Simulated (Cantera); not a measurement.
# Thermodynamics of abatement and gas-phase synthesis, feed HF + H2 + O2

Feed: 1 mol HF, 0.23 mol H2, a varied amount of O2, equilibrated at 2425 °C and 22.5 Torr.

Cantera equilibrium calculation (NASA polynomials, part measured and part estimated; ideal gas, pure solids and liquids). Candidate condensed phases: H2O; 22 gas species. Kinetics and transport are ignored.

From 0.051 mol O2 to 0.42 mol O2 nothing is condensed.

| n(O2) (mol) | x HF | x O2 | x H | x H2O | x O | x H2 | x OH |
|---|---|---|---|---|---|---|---|
| 0.051 | 0.756 | 0.00265 | 0.0902 | 0.0472 | 0.0107 | 0.0766 | 0.0142 |
| 0.063 | 0.752 | 0.00446 | 0.0855 | 0.0550 | 0.0138 | 0.0688 | 0.0174 |
| 0.078 | 0.746 | 0.00750 | 0.0802 | 0.0628 | 0.0179 | 0.0606 | 0.0212 |
| 0.096 | 0.739 | 0.0123 | 0.0748 | 0.0698 | 0.0229 | 0.0527 | 0.0253 |
| 0.12 | 0.727 | 0.0201 | 0.0689 | 0.0759 | 0.0294 | 0.0447 | 0.0299 |
| 0.15 | 0.712 | 0.0317 | 0.0632 | 0.0802 | 0.0368 | 0.0377 | 0.0344 |
| 0.18 | 0.696 | 0.0443 | 0.0589 | 0.0822 | 0.0435 | 0.0327 | 0.0379 |
| 0.22 | 0.676 | 0.0618 | 0.0544 | 0.0829 | 0.0514 | 0.0279 | 0.0413 |
| 0.28 | 0.646 | 0.0882 | 0.0495 | 0.0819 | 0.0614 | 0.0230 | 0.0449 |
| 0.34 | 0.619 | 0.114 | 0.0458 | 0.0797 | 0.0698 | 0.0197 | 0.0472 |
| 0.42 | 0.586 | 0.146 | 0.0420 | 0.0762 | 0.0791 | 0.0167 | 0.0491 |
x: gas mole fraction; nothing condenses.
